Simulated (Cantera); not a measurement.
A Cantera script and its output.

```python
import numpy as np
import cantera as ct

gas = ct.Solution("gri30.yaml", transport_model="mixture-averaged")
show = ['NH3', 'NO', 'CH3']

rows = []
print(f"{'T/K':>7s}{'rho':>11s}{'cp':>10s}{'mu':>11s}{'lambda':>11s}{'Pr':>7s}" + "".join(f"{'D_' + s:>11s}" for s in show))
for T in [400, 600, 800, 1000, 1200, 1400, 1600, 1800]:
    gas.TPX = T, 200, {'NH3': 0.39}
    Pr = gas.cp_mass * gas.viscosity / gas.thermal_conductivity
    D = [gas.mix_diff_coeffs_mole[gas.species_index(s)] for s in show]
    rows.append([gas.density, gas.cp_mass, gas.viscosity, gas.thermal_conductivity, Pr, *D])
    print(f"{T:7g}{gas.density:11.4e}{gas.cp_mass:10.1f}{gas.viscosity:11.4e}"
          f"{gas.thermal_conductivity:11.4e}{Pr:7.3f}" + "".join(f"{d:11.4e}" for d in D))
print("SI units: kg/m3, J/kg/K, Pa s, W/m/K, m2/s")
```

Output:

```
    T/K        rho        cp         mu     lambda     Pr      D_NH3       D_NO      D_CH3
    400 1.0242e-03    2269.4 1.3919e-05 4.4299e-02  0.713 0.0000e+00 1.9120e-02 1.9818e-02
    600 6.8279e-04    2662.0 2.0904e-05 7.7415e-02  0.719 0.0000e+00 4.0152e-02 4.2119e-02
    800 5.1209e-04    3009.3 2.7504e-05 1.1483e-01  0.721 0.0000e+00 6.6774e-02 7.0530e-02
   1000 4.0967e-04    3319.2 3.3637e-05 1.5410e-01  0.725 0.0000e+00 9.8304e-02 1.0427e-01
   1200 3.4139e-04    3579.5 3.9333e-05 1.9377e-01  0.727 0.0000e+00 1.3429e-01 1.4282e-01
   1400 2.9262e-04    3801.7 4.4647e-05 2.3303e-01  0.728 0.0000e+00 1.7441e-01 1.8583e-01
   1600 2.5604e-04    3989.7 4.9632e-05 2.7137e-01  0.730 0.0000e+00 2.1843e-01 2.3303e-01
   1800 2.2760e-04    4147.4 5.4336e-05 3.0849e-01  0.730 0.0000e+00 2.6617e-01 2.8422e-01
SI units: kg/m3, J/kg/K, Pa s, W/m/K, m2/s
```

Computed with Cantera and GRI-Mech 3.0 (53 species, 325 reactions). Polar gases are described roughly by these parameters. The composition is frozen, though it would react at the higher temperatures.
